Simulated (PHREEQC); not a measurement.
Dissolve 0.15 mol NaHSO4, 0.051 mol NaOH and 0.00026 mol LiCl per kg of water at 25 °C. Closed to the air; pH follows from the charge balance.

Model: ion-association model, phreeqc.dat, run in PHREEQC.

This is a speciation only: nothing precipitates in the calculation.

Q: Estimate the pH, specific conductance, density.

A: pH 1.56; specific conductance 25500 µS/cm; density 1.012 g/cm³.

Q: In which forms is S present?

A: SO4-2 46 %, HSO4- 43 %, NaSO4- 11 % of the S.
